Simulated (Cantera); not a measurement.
A closed system holds: 1 mol PbO, 0.99 mol CO, 0.44 mol H₂, at 0.0133 bar.

These are equilibrium values from Cantera (NASA tables, ideal gas, pure condensed phases), not measurements of a reactor. Candidate condensed phases: C, C₆H₆, C₇H₈, C₈H₁₈, H₂O, Pb, PbO, PbO₂, Pb₃O₄; 113 gas species. The numbers say what is thermodynamically allowed, not how fast it happens.

Question: Which condensed phases are stable at each of these points (T (K)): 775, 875, 975, 1075, 1175, 1275, 1375?

Answer: 
```csv
T (K),condensed phases,Pb condensed (%)
775,Pb(l),100.0
875,Pb(l),100.0
975,Pb(l),99.9
1075,Pb(l),99.2
1175,Pb(l),95.2
1275,Pb(l),76.4
1375,gas only,0.0
```

From 775 K to 1275 K the condensed part is Pb(l). At 1375 K nothing is condensed.
